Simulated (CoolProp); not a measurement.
C3F8 (R218) along the isobar 13.1 MPa: density (kg/m³) from the reference equation and from simpler models built on Tc = 345.0 K, pc = 2.640 MPa, ω = 0.317; each cubic takes its own stable root.

The numbers come from the reference Helmholtz-energy equation of state, Lemmon 2006 in CoolProp. It is a short technical equation, of lower accuracy than the large ones.

```csv
T (K),phase,reference,van der Waals,Redlich-Kwong,Soave-Redlich-Kwong,Peng-Robinson
310.6,liquid,1406,1008,1338,1363,1526
326.8,liquid,1343,983.5,1284,1298,1451
343,liquid,1278,958.6,1229,1230,1371
359.1,supercritical,1211,933.5,1173,1160,1287
375.3,supercritical,1141,907.6,1116,1088,1201
391.5,supercritical,1069,881.3,1059,1015,1114
407.7,supercritical,997.9,854.7,1003,943.2,1030
423.8,supercritical,928.7,827.8,948.2,875.7,950.8
440,supercritical,862.8,800.6,895.3,812.9,878.2
```
